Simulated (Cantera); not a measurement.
Feed: 1 mol borazine, 2.1 mol NH3, 0.4 mol N2, at 2300 K and 100000 Pa.

Equilibrium computed with Cantera from the NASA thermochemical tables; the gas is ideal and each condensed phase is pure. Candidate condensed phases: B, BN; 15 gas species. The feed counts by its element totals alone. The tables' values for BH2 are old estimates; treat these amounts as uncertain. Kinetics and transport are ignored.

Base state: H2 0.801, N2 0.190, H 0.00866, BH2 0.000290 (mole fractions); condensed: BN(s).

Q: What changes in the equilibrium state with this change: temperature from 2300 K to 1823.15 K?

A: 
```csv
species,before,after
H2,0.801,0.809
N2,0.190,0.191
H,0.00866,0.000390
BH2,0.000290,7.23e-7
"BN(s), mol",3.00,3.00
```
